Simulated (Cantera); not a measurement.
Cu + NH₃ + N₂ (metals in furnace atmospheres)

A closed system holds: 1 mol Cu, 0.78 mol NH₃, 17 mol N₂, at 1477 °C.

These are equilibrium values from Cantera (NASA tables, ideal gas, pure condensed phases), not measurements of a reactor. Candidate condensed phases: Cu; 11 gas species. Kinetics and transport are ignored.

From 0.0750 Torr to 1.73 Torr nothing is condensed. From 8.25 Torr to 22500 Torr the condensed part is Cu(l). The main Cu-bearing gas is Cu throughout.

```
P (Pa)    x N₂    x H₂      x Cu       x H    x Cu₂  n Cu(l)
-------  -----  ------  --------  --------  -------  -------
10       0.887  0.0569    0.0510   0.00555  1.34e-6        0
48       0.888  0.0585    0.0510   0.00257  6.43e-6        0
230      0.889  0.0592    0.0510   0.00118  3.08e-5        0
1100     0.911  0.0610    0.0271  0.000548  4.16e-5    0.480
5500     0.932  0.0626   0.00543  0.000248  8.33e-6    0.898
26000    0.936  0.0629   0.00115  0.000114  1.76e-6    0.979
130000   0.937  0.0630  0.000230   5.12e-5  3.52e-7    0.996
620000   0.937  0.0630   4.82e-5   2.34e-5  7.39e-8    0.999
3000000  0.937  0.0630   9.95e-6   1.07e-5  1.53e-8    1.000
```
x: gas mole fraction; n: condensed amount in mol.
